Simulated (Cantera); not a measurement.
A closed system holds: 1 mol Ca(OH)2, 4.2 mol H2O, 9.9 mol H2, equilibrated at 573 K and 0.143 Torr.

Cantera equilibrium calculation (NASA polynomials, part measured and part estimated; ideal gas, pure solids and liquids). Candidate condensed phases: Ca, CaO, Ca(OH)2, H2O; 14 gas species. Kinetics and transport are ignored.

Question: What is the equilibrium state?

Answer: 
| Item | Value |
|---|---|
| x(H2) | 0.656 |
| x(H2O) | 0.344 |
| n(CaO(s)) | 1.00 mol |
| gas amount | 15.10 mol |
| log10 activity of Ca(OH)2(s) (absent) | -1.59 |
| log10 activity of Ca(s) (absent) | -32.43 |
